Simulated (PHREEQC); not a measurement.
Dissolve 0.011 mol NiCl2 per kg of water at 23 °C. Closed to the air; pH follows from the charge balance.

Model: ion-association model, wateq4f.dat, run in PHREEQC.

Question: The ionic strength comes out as 0.0324 mol/kgw. What activity coefficients do Ni+2, Cl-, NiCl+ get?

Answer: Ni+2 0.51, Cl- 0.84, NiCl+ 0.85.

Precipitation was switched off in this run. Complexes and solids missing from the database can't appear.
